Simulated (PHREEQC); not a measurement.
Dissolve 0.089 mol/kgw Na2S and 0.0036 mol/kgw NaOH at 46 °C. Closed to the air; pH follows from the charge balance.

All values are PHREEQC results (ion-association model, wateq4f.dat), not measurements.

| Quantity | Value |
|---|---|
| pH | 11.91 |
| ionic strength | 0.225 mol/kgw |
| total alkalinity | 182 meq/kg |

```tsv
species	molality	activity	log γ
Na+	0.182	0.132	-0.137
OH-	0.0492	0.0339	-0.162
HS-	0.0456	0.0314	-0.162
S-2	0.0434	0.0119	-0.563
H2S	1.91e-7	2.02e-7	0.022
```

Precipitation was switched off in this run. With this much S-2 the pH rests on the database's HS-/S-2 constant; if that pK is higher, the solution is more alkaline. Away from 25 °C the constants follow the database's enthalpies or fits; those with neither stay at their 25 °C values. The database's pK near 12.9 for HS-/S-2 is now thought far too low, so its S-2 is overstated. The polysulfide entries of wateq4f.dat were taken out for this run.
